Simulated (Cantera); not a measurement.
An isothermal, constant-pressure homogeneous reactor starts with 4.53 % H₂, 23.9 % O₂, 71.6 % N₂, at 1023 K and 20.0 Torr.

Model: GRI-Mech 3.0 (53 species, 325 reactions), integrated in Cantera. Radical loss at walls, strong at low pressure, is not modelled. The temperature is held fixed by assumption; the heat of reaction is taken as removed at once.

x: mole fraction; the columns are a selection and need not sum to one.

```tsv
t (s)	x H₂	x O₂	x O	x OH	x N₂O	x HO₂	x NO₂
1.00e-6	0.0453	0.239	<1e-12	<1e-12	<1e-12	<1e-12	<1e-12
4.76e-6	0.0453	0.239	<1e-12	<1e-12	<1e-12	1.85e-12	<1e-12
2.27e-5	0.0453	0.239	<1e-12	<1e-12	<1e-12	8.82e-12	<1e-12
0.000108	0.0453	0.239	8.05e-12	5.58e-12	<1e-12	4.22e-11	<1e-12
0.000514	0.0453	0.239	1.69e-10	7.88e-11	<1e-12	2.06e-10	<1e-12
0.00245	0.0453	0.239	1.43e-7	6.23e-8	<1e-12	8.25e-9	<1e-12
0.0117	0.00161	0.217	0.00834	0.00115	3.59e-9	4.11e-6	9.73e-12
0.0556	0.000116	0.221	0.000616	0.000260	9.13e-9	2.35e-6	2.18e-10
0.265	3.85e-6	0.221	2.14e-5	4.69e-5	1.08e-8	3.24e-7	…
1.26	2.23e-7	0.221	1.56e-6	1.28e-5	1.12e-8	3.29e-8	…
6.00	2.52e-8	0.221	2.03e-7	4.60e-6	1.14e-8	4.71e-9	…
```

### Question
Some entries are withheld; supply them.

### Answer

- 0.265, x NO₂: 2.21e-9
- 1.26, x NO₂: 3.48e-9
- 6.00, x NO₂: 2.53e-9
